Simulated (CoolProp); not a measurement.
Vapour-liquid equilibrium of propane (1) + isohexane (2) at 0.016 MPa; x and y are mole fractions of (1).

Computed with CoolProp (multi-fluid Helmholtz-energy mixture model, Lemmon 2009 and Lemmon 2006; pair parameters Bell 2016).

Q: Give the bubble temperature and the first vapour's composition at x = 0.05, 0.275, 0.95. Is there an azeotrope?

A: x = 0.05: 253.5 K, y = 0.820; x = 0.275: 217.2 K, y = 0.990; x = 0.95: 197.1 K, y = 1.000. No azeotrope shows between x = 0.05 and 0.95.

The pair parameters rest on a limited set of measurements; away from them the model extrapolates.
